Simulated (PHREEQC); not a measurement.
0.17 g of hydrous ferric oxide (600 m²/g; 0.2 weak and 0.005 strong sites per Fe, Dzombak-Morel constants, diffuse double layer) in 1 kg of water with 0.05 mol/kgw of an inert sodium salt and 1.4e-06 mol/kgw NaF and 4.5e-05 mol/kgw MnCl2, at 25 °C; the pH is set by adding NaOH or the inert anion's acid. No oxygen is let in. CO2 from the air is kept out. Precipitation was switched off in this run.

The series has 13 steps of pH, from 4 to 12.

The numbers come from PHREEQC with the ion-association model, wateq4f.dat.

### Question
Near which pH is half of the F sorbed, and on which side is more sorbed?

### Answer
Near pH 5.5, with more sorbed at lower pH.

### Question
Near which pH is half of the Mn sorbed, and on which side is more sorbed?

### Answer
Near pH 7.6, with more sorbed at higher pH.
